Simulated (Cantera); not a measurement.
An isothermal, constant-pressure homogeneous reactor starts with 14.7 % C2H6, 85.3 % N2, at 1800 K and 1.00 bar.

Model: GRI-Mech 3.0 (53 species, 325 reactions), integrated in Cantera. GRI-Mech 3.0 stops at C3 and has no aromatics, soot or wall deposition, so with more carbon than oxygen in the feed, carbon stays in small species such as C2H2 where larger ones or solid carbon would form.

x: mole fraction; the columns are a selection and need not sum to one.

```json
[
 {"t (s)": "3.00e-5", "x C2H6": "0.00647", "x C2H4": "0.0551", "x H": "0.000589", "x CH4": "0.0476", "x C2H2": "0.0378", "x CH3": "___"},
 {"t (s)": "7.83e-5", "x C2H6": "0.000482", "x C2H4": "0.0314", "x H": "0.000254", "x CH4": "0.0491", "x C2H2": "0.0655", "x CH3": "___"},
 {"t (s)": "0.000204", "x C2H6": "8.07e-5", "x C2H4": "0.0152", "x H": "0.000128", "x CH4": "0.0477", "x C2H2": "0.0813", "x CH3": "___"},
 {"t (s)": "0.000533", "x C2H6": "4.88e-5", "x C2H4": "0.00432", "x H": "0.000116", "x CH4": "0.0455", "x C2H2": "0.0919", "x CH3": "0.000627"},
 {"t (s)": "0.00139", "x C2H6": "4.13e-5", "x C2H4": "0.000967", "x H": "0.000124", "x CH4": "0.0412", "x C2H2": "0.0965", "x CH3": "0.000583"},
 {"t (s)": "0.00363", "x C2H6": "2.69e-5", "x C2H4": "0.000748", "x H": "0.000132", "x CH4": "0.0332", "x C2H2": "0.0999", "x CH3": "___"},
 {"t (s)": "0.00949", "x C2H6": "1.18e-5", "x C2H4": "0.000619", "x H": "0.000145", "x CH4": "0.0218", "x C2H2": "0.104", "x CH3": "___"},
 {"t (s)": "0.0248", "x C2H6": "3.31e-6", "x C2H4": "0.000572", "x H": "0.000158", "x CH4": "0.0113", "x C2H2": "0.109", "x CH3": "___"},
 {"t (s)": "0.0646", "x C2H6": "7.35e-7", "x C2H4": "0.000575", "x H": "0.000166", "x CH4": "0.00512", "x C2H2": "0.111", "x CH3": "___"},
 {"t (s)": "0.169", "x C2H6": "2.35e-7", "x C2H4": "0.000582", "x H": "0.000170", "x CH4": "0.00260", "x C2H2": "0.112", "x CH3": "___"},
 {"t (s)": "0.440", "x C2H6": "1.71e-7", "x C2H4": "0.000584", "x H": "0.000171", "x CH4": "0.00207", "x C2H2": "0.112", "x CH3": "3.17e-5"},
 {"t (s)": "1.15", "x C2H6": "1.69e-7", "x C2H4": "0.000584", "x H": "0.000171", "x CH4": "0.00205", "x C2H2": "0.112", "x CH3": "3.15e-5"},
 {"t (s)": "3.00", "x C2H6": "1.69e-7", "x C2H4": "0.000584", "x H": "0.000171", "x CH4": "0.00205", "x C2H2": "0.112", "x CH3": "3.15e-5"}
]
```

### Question
Complete the blanks.

### Answer

- 3.00e-5, x CH3: 0.00601
- 7.83e-5, x CH3: 0.00175
- 0.000204, x CH3: 0.000775
- 0.00363, x CH3: 0.000474
- 0.00949, x CH3: 0.000317
- 0.0248, x CH3: 0.000169
- 0.0646, x CH3: 7.78e-5
- 0.169, x CH3: 3.98e-5
